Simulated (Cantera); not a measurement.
A Cantera script and what it prints.

```python
import numpy as np
import cantera as ct

gas_names = """
    H H2 N NH NH2 NH3 N2 N2H2 N2H4 Zr ZrN
""".split()
cond_names = """
    Zr(a) Zr(b) Zr(L) ZrN(s) ZrN(L)
""".split()


# ... load() reads the species with a 1 bar reference pressure and builds the phases ...
atoms = {
    'Zr': {'Zr': 1},
    'NH3': {'N': 1, 'H': 3},
}
top_T = {}  # K; cautious upper limits of use, not melting points


# ... equilibrate(T, P, feed) seeds the gas with the atoms and calls Mixture.equilibrate('TP', solver="vcs", rtol=1e-11, max_steps=5000) ...
results = []
feed = {'Zr': 1, 'NH3': 4.6}  # mol
for P in [0.1, 0.75, 5.6, 42, 320, 2400, 18000, 130000, 1000000]:
    for T in [1975, 2050, 2125, 2200, 2275, 2350, 2425, 2500, 2575, 2650]:
        mix = equilibrate(T, P, feed)
        results.append((T, P, feed, dict(zip(mix.species_names, mix.species_moles))))

for T, P, feed, n in results:
    print(f"{T:7g} {P:10.4g}  " + (" + ".join(c for c in cond_names if n.get(c, 0) > 1e-12) or "gas only"))
```

It prints:

```
   1975        0.1  ZrN(s)
   2050        0.1  ZrN(s)
   2125        0.1  ZrN(s)
   2200        0.1  ZrN(s)
   2275        0.1  gas only
   2350        0.1  gas only
   2425        0.1  gas only
   2500        0.1  gas only
   2575        0.1  gas only
   2650        0.1  gas only
   1975       0.75  ZrN(s)
   2050       0.75  ZrN(s)
   2125       0.75  ZrN(s)
   2200       0.75  ZrN(s)
   2275       0.75  ZrN(s)
   2350       0.75  ZrN(s)
   2425       0.75  gas only
   2500       0.75  gas only
   2575       0.75  gas only
   2650       0.75  gas only
   1975        5.6  ZrN(s)
   2050        5.6  ZrN(s)
   2125        5.6  ZrN(s)
   2200        5.6  ZrN(s)
   2275        5.6  ZrN(s)
   2350        5.6  ZrN(s)
   2425        5.6  ZrN(s)
   2500        5.6  ZrN(s)
   2575        5.6  gas only
   2650        5.6  gas only
   1975         42  ZrN(s)
   2050         42  ZrN(s)
   2125         42  ZrN(s)
   2200         42  ZrN(s)
   2275         42  ZrN(s)
   2350         42  ZrN(s)
   2425         42  ZrN(s)
   2500         42  ZrN(s)
   2575         42  ZrN(s)
   2650         42  ZrN(s)
   1975        320  ZrN(s)
   2050        320  ZrN(s)
   2125        320  ZrN(s)
   2200        320  ZrN(s)
   2275        320  ZrN(s)
   2350        320  ZrN(s)
   2425        320  ZrN(s)
   2500        320  ZrN(s)
   2575        320  ZrN(s)
   2650        320  ZrN(s)
   1975       2400  ZrN(s)
   2050       2400  ZrN(s)
   2125       2400  ZrN(s)
   2200       2400  ZrN(s)
   2275       2400  ZrN(s)
   2350       2400  ZrN(s)
   2425       2400  ZrN(s)
   2500       2400  ZrN(s)
   2575       2400  ZrN(s)
   2650       2400  ZrN(s)
   1975    1.8e+04  ZrN(s)
   2050    1.8e+04  ZrN(s)
   2125    1.8e+04  ZrN(s)
   2200    1.8e+04  ZrN(s)
   2275    1.8e+04  ZrN(s)
   2350    1.8e+04  ZrN(s)
   2425    1.8e+04  ZrN(s)
   2500    1.8e+04  ZrN(s)
   2575    1.8e+04  ZrN(s)
   2650    1.8e+04  ZrN(s)
   1975    1.3e+05  ZrN(s)
   2050    1.3e+05  ZrN(s)
   2125    1.3e+05  ZrN(s)
   2200    1.3e+05  ZrN(s)
   2275    1.3e+05  ZrN(s)
   2350    1.3e+05  ZrN(s)
   2425    1.3e+05  ZrN(s)
   2500    1.3e+05  ZrN(s)
   2575    1.3e+05  ZrN(s)
   2650    1.3e+05  ZrN(s)
   1975      1e+06  ZrN(s)
   2050      1e+06  ZrN(s)
   2125      1e+06  ZrN(s)
   2200      1e+06  ZrN(s)
   2275      1e+06  ZrN(s)
   2350      1e+06  ZrN(s)
   2425      1e+06  ZrN(s)
   2500      1e+06  ZrN(s)
   2575      1e+06  ZrN(s)
   2650      1e+06  ZrN(s)
```

Method: chemical equilibrium by Gibbs-energy minimisation in Cantera with the NASA 1993 tables (ideal gas, pure condensed phases). ZrN: taken at fixed stoichiometry.
